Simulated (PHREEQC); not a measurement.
**Phosphoric acid bath (model solution)**

Make-up at 50 °C: 0.0029 mol KH2PO4, 0.085 mol HF and 1.4e-06 mol H4SiO4 per kg of water. Closed to the air; pH follows from the charge balance.

All values are PHREEQC results (ion-association model, wateq4f.dat), not measurements.

```yaml
pH: 2.27
ionic_strength: 0.00885 mol/kgw
total_alkalinity: -85.0 meq/kg
```

```json
[
 {"species": "HF", "molality": "0.0669", "activity": "0.0670", "log γ": "0.001"},
 {"species": "H+", "molality": "0.00594", "activity": "0.00543", "log γ": "-0.039"},
 {"species": "F-", "molality": "0.00570", "activity": "0.00513", "log γ": "-0.045"},
 {"species": "H2F2", "molality": "0.00455", "activity": "0.00456", "log γ": "0.001"},
 {"species": "K+", "molality": "0.00290", "activity": "0.00261", "log γ": "-0.045"},
 {"species": "HF2-", "molality": "0.00166", "activity": "0.00149", "log γ": "-0.045"},
 {"species": "H2PO4-", "molality": "0.00149", "activity": "0.00135", "log γ": "-0.043"},
 {"species": "H3PO4", "molality": "0.00141", "activity": "0.00142", "log γ": "0.001"},
 {"species": "SiF6-2", "molality": "1.40e-6", "activity": "9.38e-7", "log γ": "-0.174"}
]
```

Precipitation was switched off in this run. wateq4f.dat counts part of the HF as a dimer, H2F2, which phreeqc.dat doesn't know; its constant is uncertain. H3PO4, which wateq4f.dat lacks, is added to it with the constant of phreeqc.dat. At this temperature some constants are extrapolated from 25 °C, and those without enthalpy data are left unchanged. SiF6-2 is the database's only silicon fluoride.
